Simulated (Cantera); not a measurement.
An adiabatic, constant-volume homogeneous reactor starts with C₃H₈ : O₂ : N₂ : CO₂ = 1 : 12.5 : 47 : 14 (molar parts), equivalence ratio 0.40, at 1675 K and 5.00 bar. Integrator tolerance rtol = 1e-08.

Computed with Cantera and GRI-Mech 3.0 (53 species, 325 reactions).

### Question
What does this change do: constant pressure in place of constant volume?

### Answer
```csv
quantity,before,after
time of steepest temperature rise,7.57 µs,8.04 µs
temperature at 0.300 s,2384 K,2266 K
equilibrium temperature,2384 K,2266 K
x(C₃H₈) at 0.300 s,<1e-12 (gas-phase equilibrium <1e-12),<1e-12 (gas-phase equilibrium <1e-12)
x(O₂) at 0.300 s,0.0947 (gas-phase equilibrium 0.0947),0.0954 (gas-phase equilibrium 0.0954)
x(CO₂) at 0.300 s,0.219 (gas-phase equilibrium 0.219),0.222 (gas-phase equilibrium 0.222)
x(HCN) at 0.300 s,3.50e-12 (gas-phase equilibrium 3.50e-12),<1e-12 (gas-phase equilibrium <1e-12)
x(CH₂) at 0.300 s,<1e-12 (gas-phase equilibrium <1e-12),<1e-12 (gas-phase equilibrium <1e-12)
x(CO) at 0.300 s,0.00514 (gas-phase equilibrium 0.00514),0.00302 (gas-phase equilibrium 0.00302)
x(H₂O) at 0.300 s,0.0508 (gas-phase equilibrium 0.0508),0.0514 (gas-phase equilibrium 0.0514)
```

### Question
What does this change do: pressure from 5.00 bar to 10.0 bar?

### Answer
| quantity | before | after |
|---|---|---|
| time of steepest temperature rise | 7.57 µs | 5.02 µs |
| temperature at 0.300 s | 2384 K | 2396 K |
| equilibrium temperature | 2384 K | 2396 K |
| x(C₃H₈) at 0.300 s | <1e-12 (gas-phase equilibrium <1e-12) | <1e-12 (gas-phase equilibrium <1e-12) |
| x(O₂) at 0.300 s | 0.0947 (gas-phase equilibrium 0.0947) | 0.0943 (gas-phase equilibrium 0.0943) |
| x(CO₂) at 0.300 s | 0.219 (gas-phase equilibrium 0.219) | 0.221 (gas-phase equilibrium 0.221) |
| x(HCN) at 0.300 s | 3.50e-12 (gas-phase equilibrium 3.50e-12) | 3.55e-12 (gas-phase equilibrium 3.55e-12) |
| x(CH₂) at 0.300 s | <1e-12 (gas-phase equilibrium <1e-12) | <1e-12 (gas-phase equilibrium <1e-12) |
| x(CO) at 0.300 s | 0.00514 (gas-phase equilibrium 0.00514) | 0.00394 (gas-phase equilibrium 0.00394) |
| x(H₂O) at 0.300 s | 0.0508 (gas-phase equilibrium 0.0508) | 0.0511 (gas-phase equilibrium 0.0511) |
